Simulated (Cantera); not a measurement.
An isothermal plug-flow reactor at 450 K and 59000 Pa (inlet), inlet velocity 1.5 m/s, active area per volume 260 1/m; feed H₂ : O₂ : N₂ : H₂O = 0.014 : 0.18 : 0.79 : 0.066 (molar parts), equivalence ratio 0.039.

Cantera simulation using Deutschmann's 1995 Pt surface mechanism with GRI-Mech 3.0 gas chemistry; the numbers are that mechanism's predictions, not measurements. Catalytic surfaces can have several steady states; this one follows from the mechanism file's or the stated starting coverage. Mass transfer to the wall is taken as infinitely fast.

One state of this run: x H₂ = 0.00252; x O₂ = 0.167; x H₂O = 0.0741; θ free Pt = 0.0206; θ O* = 0.904; θ OH* = 0.0751. x: gas mole fraction; θ: surface coverage.

**Question.** Which value of z (m) does it belong to?
A. 0.0012
B. 0.0024
C. 0.017
D. 0.0089

**Answer.** D, 0.0089
